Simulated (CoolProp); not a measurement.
The fluid at 298.15 K and 0.0592 MPa is throttled through a valve to 0.0326 MPa with no heat exchange. The same conditions are run with several fluids, on thermodynamics alone (safety and materials aside).

Values from CoolProp's reference Helmholtz-energy equation of state of each fluid (R115: Lemmon 2016; sulfur hexafluoride: Guder 2009; R1336mzz(E): Akasaka 2023; trans-2-butene: Lemmon 2005; C2F6 (R116): Lemmon 2006).

```tsv
fluid	temperature change (K)	final density (kg/m³)
R115	(withheld)	(withheld)
sulfur hexafluoride	-0.2	(withheld)
R1336mzz(E)	(withheld)	(withheld)
trans-2-butene	(withheld)	(withheld)
C2F6 (R116)	-0.2	(withheld)
```

**Question.** Some entries are withheld; supply them.

**Answer.** 
- R115, temperature change (K): -0.3
- R115, final density (kg/m³): 2.05
- sulfur hexafluoride, final density (kg/m³): 1.93
- R1336mzz(E), temperature change (K): -0.7
- R1336mzz(E), final density (kg/m³): 2.19
- trans-2-butene, temperature change (K): -0.8
- trans-2-butene, final density (kg/m³): 0.747
- C2F6 (R116), final density (kg/m³): 1.82
